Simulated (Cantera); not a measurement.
An adiabatic, constant-pressure homogeneous reactor starts with 4.13 % CH4, 2.07 % CO, 18.6 % O2, 69.8 % N2, 5.37 % H2O, equivalence ratio 0.50, at 1273 K and 18.0 bar.

Cantera simulation using GRI-Mech 3.0 (53 species, 325 reactions); the numbers are that mechanism's predictions, not measurements. The pressure lies above the range GRI-Mech 3.0 was tuned for (to about 10 atm).

x: mole fraction; the columns are a selection and need not sum to one.

| t (s) | T (K) | x CH4 | x CO | x O2 | x H2O | x HO2 |
|---|---|---|---|---|---|---|
| 9.00e-6 | 1273 | 0.0413 | 0.0207 | 0.186 | 0.0537 | [?] |
| 2.55e-5 | 1273 | 0.0413 | 0.0207 | 0.186 | 0.0537 | [?] |
| 7.25e-5 | 1273 | 0.0413 | 0.0207 | 0.186 | 0.0537 | [?] |
| 0.000206 | 1274 | 0.0412 | 0.0206 | 0.186 | 0.0538 | [?] |
| 0.000585 | 1278 | 0.0406 | 0.0206 | 0.185 | 0.0544 | 8.89e-6 |
| 0.00166 | 2263 | <1e-12 | 0.000444 | 0.0932 | 0.136 | 9.47e-6 |
| 0.00471 | 2262 | <1e-12 | 0.000440 | 0.0928 | 0.136 | 9.40e-6 |
| 0.0134 | 2258 | <1e-12 | 0.000431 | 0.0918 | 0.136 | 9.21e-6 |
| 0.0380 | 2251 | <1e-12 | 0.000416 | 0.0902 | 0.136 | 8.89e-6 |
| 0.108 | 2246 | <1e-12 | 0.000406 | 0.0891 | 0.136 | 8.68e-6 |
| 0.306 | 2246 | <1e-12 | 0.000405 | 0.0890 | 0.136 | 8.66e-6 |
| 0.869 | 2246 | <1e-12 | 0.000405 | 0.0890 | 0.136 | 8.66e-6 |
| 2.47 | 2246 | <1e-12 | 0.000405 | 0.0890 | 0.136 | 8.66e-6 |
| 7.00 | 2246 | <1e-12 | 0.000405 | 0.0890 | 0.136 | 8.66e-6 |

**Question.** Fill in the missing entries.

**Answer.** 
- 9.00e-6, x HO2: 1.82e-7
- 2.55e-5, x HO2: 4.10e-7
- 7.25e-5, x HO2: 9.47e-7
- 0.000206, x HO2: 2.28e-6
